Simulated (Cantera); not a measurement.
Input: 1 mol SiH2Cl2, 0.039 mol C3H8, 190 mol H2, equilibrated at 0.250 bar.

These are equilibrium values from Cantera (NASA tables, ideal gas, pure condensed phases), not measurements of a reactor. Candidate condensed phases: C, C6H6, C7H8, C8H18, Si, SiC; 109 gas species. Mutual solubility and eutectic melting of coexisting phases are not modelled. The tables' values for SiCl, SiCl3 are old estimates; treat these amounts as uncertain. Gases not in the tables: Si2H6 and higher silanes. Rates play no part.

x: gas mole fraction; n: condensed amount in mol.

```
T (°C)   x H2         x H    x HCl        x Si  n Si(s)  n SiC(s)  n Si(l)
------  -----  ----------  -------  ----------  -------  --------  -------
702     0.994     2.28e-9  0.00400      <1e-12    0.508     0.115        0
902     0.990     2.44e-7  0.00919    2.14e-12    0.793     0.116        0
1102    0.990     6.82e-6  0.00978     1.64e-9    0.825     0.116        0
1302    0.990     8.27e-5  0.00974     2.30e-7    0.819     0.116        0
1502    0.989  (withheld)  0.00977  (withheld)        0     0.116    0.816
1702    0.987     0.00272  0.00986    0.000129        0     0.115    0.781
1902    0.978     0.00966  0.00980     0.00115        0    0.0947    0.495
2102    0.957  (withheld)  0.00974  (withheld)        0         0        0
2302    0.919      0.0664  0.00943     0.00415        0         0        0
```

Task: Fill in the missing entries.

Result: 
- 1502, x H: 0.000576
- 1502, x Si: 8.78e-6
- 2102, x H: 0.0276
- 2102, x Si: 0.00357
